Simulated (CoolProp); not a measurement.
Vapour-liquid equilibrium of C3F8 (R218) (1) + R134a (2) at 0.0929 MPa; x and y are mole fractions of (1).

Model: multi-fluid Helmholtz-energy mixture model, Lemmon 2006 and Tillner-Roth 1994; pair parameters Bell 2016, in CoolProp.

```csv
x,bubble temperature (°C),y at the bubble point,dew temperature at overall composition x (°C),liquid density (mol/L)
0.05,___,0.247,___,13.28
0.2,-39.8,___,-32.1,12.34
0.35,-41.7,0.591,-35.5,11.42
0.5,-42.3,0.627,-39.4,10.62
0.65,-42.5,0.662,-42.5,9.924
0.8,-42.2,0.726,___,9.328
0.95,-40.3,0.889,-39.4,8.790
```

Complete the blanks.


- 0.05, bubble temperature (°C): -33.1
- 0.05, dew temperature at overall composition x (°C): -28.9
- 0.2, y at the bubble point: 0.515
- 0.8, dew temperature at overall composition x (°C): -41.5

y crosses x between x = 0.65 and 0.8: the model has an azeotrope there.

The pair parameters rest on a limited set of measurements; away from them the model extrapolates.
